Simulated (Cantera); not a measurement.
Input: 1 mol BCl₃, 9.2 mol H₂, 0.12 mol NH₃, equilibrated at 1773.15 K and 13.3 mbar.

Equilibrium computed with Cantera from the NASA thermochemical tables; the gas is ideal and each condensed phase is pure. Candidate condensed phases: B, BN, NH₄Cl; 21 gas species. Mutual solubility and eutectic melting of coexisting phases are not modelled. The tables' values for BCl, BCl₂, BH₂ are old estimates; treat these amounts as uncertain. Gases not in the tables: BHCl₂. The numbers say what is thermodynamically allowed, not how fast it happens.

Base state: H₂ 0.730, HCl 0.253, BCl 0.0101, BCl₃ 0.00239, H 0.00211, BCl₂ 0.00175, Cl 0.000561, N₂ 0.000193 (mole fractions); condensed: B(s) + BN(s).

Question: What changes in the equilibrium state with this change: NH₃ from 0.12 to 8.2 mol?

Answer: 
```
species       before     after
----------  --------  --------
H₂             0.730     0.750
N₂          0.000193     0.135
HCl            0.253     0.112
BCl           0.0101  0.000167
BCl₃         0.00239   7.55e-6
BCl₂         0.00175   1.27e-5
B(s), mol      0.728         0
BN(s), mol     0.116     0.995
```
The tables' values for BCl, BCl₂ are old estimates; treat these amounts as uncertain.

Question: What changes in the equilibrium state with this change: BCl₃ replaced by B?

Answer: 
| species | before | after |
|---|---|---|
| H₂ | 0.730 | 0.997 |
| H | 0.00211 | 0.00246 |
| N₂ | 0.000193 | 0.000193 |
| HCl | 0.253 | 0 |
| BCl | 0.0101 | 0 |
| BH₂ | 7.82e-5 | 0.000107 |
| BCl₃ | 0.00239 | 0 |
| BCl₂ | 0.00175 | 0 |
| Cl | 0.000561 | 0 |
| B(s), mol | 0.728 | 0.883 |
| BN(s), mol | 0.116 | 0.116 |
The tables' values for BH₂ are old estimates; treat these amounts as uncertain.
